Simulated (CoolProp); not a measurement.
Vapour-liquid equilibrium of dimethyl ether (1) + ethanol (2) at 50.15 °C; x and y are mole fractions of (1).

Computed with CoolProp (multi-fluid Helmholtz-energy mixture model, Wu 2011 and Schroeder 2014; pair parameters Bell 2016).

```json
[
 {"x": "0.05", "bubble pressure (bar)": "1.161", "y at the bubble point": "0.750", "dew pressure at overall composition x (bar)": "0.3117", "liquid density (mol/L)": "16.46"},
 {"x": "0.2", "bubble pressure (bar)": "3.461", "y at the bubble point": "0.922", "dew pressure at overall composition x (bar)": "0.3700", "liquid density (mol/L)": "16.13"},
 {"x": "0.35", "bubble pressure (bar)": "5.324", "y at the bubble point": "0.954", "dew pressure at overall composition x (bar)": "0.4547", "liquid density (mol/L)": "15.77"},
 {"x": "0.5", "bubble pressure (bar)": "6.819", "y at the bubble point": "0.968", "dew pressure at overall composition x (bar)": "0.5894", "liquid density (mol/L)": "15.36"},
 {"x": "0.65", "bubble pressure (bar)": "8.091", "y at the bubble point": "0.977", "dew pressure at overall composition x (bar)": "0.8369", "liquid density (mol/L)": "14.89"},
 {"x": "0.8", "bubble pressure (bar)": "9.346", "y at the bubble point": "0.986", "dew pressure at overall composition x (bar)": "1.440", "liquid density (mol/L)": "14.34"},
 {"x": "0.95", "bubble pressure (bar)": "10.86", "y at the bubble point": "0.996", "dew pressure at overall composition x (bar)": "4.981", "liquid density (mol/L)": "13.67"}
]
```

No azeotrope shows between x = 0.05 and 0.95.

Pair parameters are fitted to limited data, so mixtures are less certain than the pure fluids. The gap from Raoult's law changes sign with composition, which may be real or a fault of the pair parameters; it wasn't checked against measurements.
